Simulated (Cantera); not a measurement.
Charge: 1 mol SiC, 0.49 mol N2O, 230 mol N2, held at 6.90 bar.

Equilibrium computed with Cantera from the NASA thermochemical tables; the gas is ideal and each condensed phase is pure. Candidate condensed phases: C, Si, SiC, SiO2, Si2N2O, Si3N4; 34 gas species. Mutual solubility and eutectic melting of coexisting phases are not modelled. Equilibrium is a limit: real reactors are often held back by kinetics, nucleation or transport.

### Question
Which condensed phases are stable at each of these points (T (K)): 1548, 1598, 1648, 1698, 1748, 1798, 1848, 1898, 1948, 1998, 2048, 2098?

### Answer
| T (K) | condensed phases | Si condensed (%) |
|---|---|---|
| 1548 | C(graphite) + Si2N2O(s) + Si3N4(s) | 100.0 |
| 1598 | C(graphite) + Si2N2O(s) + Si3N4(s) | 100.0 |
| 1648 | C(graphite) + Si2N2O(s) + Si3N4(s) | 100.0 |
| 1698 | C(graphite) + Si2N2O(s) + Si3N4(s) | 100.0 |
| 1748 | C(graphite) + Si2N2O(s) + Si3N4(s) | 100.0 |
| 1798 | C(graphite) + Si2N2O(s) + Si3N4(s) | 99.9 |
| 1848 | C(graphite) + Si3N4(s) | 99.8 |
| 1898 | C(graphite) + Si3N4(s) | 99.7 |
| 1948 | SiC(s) + Si3N4(s) | 99.5 |
| 1998 | SiC(s) + Si3N4(s) | 99.0 |
| 2048 | SiC(s) + Si3N4(s) | 98.1 |
| 2098 | SiC(s) + Si3N4(s) | 96.7 |

From 1548 K to 1798 K the condensed part is C(graphite) + Si2N2O(s) + Si3N4(s). From 1848 K to 1898 K the condensed part is C(graphite) + Si3N4(s). From 1948 K to 2098 K the condensed part is SiC(s) + Si3N4(s).
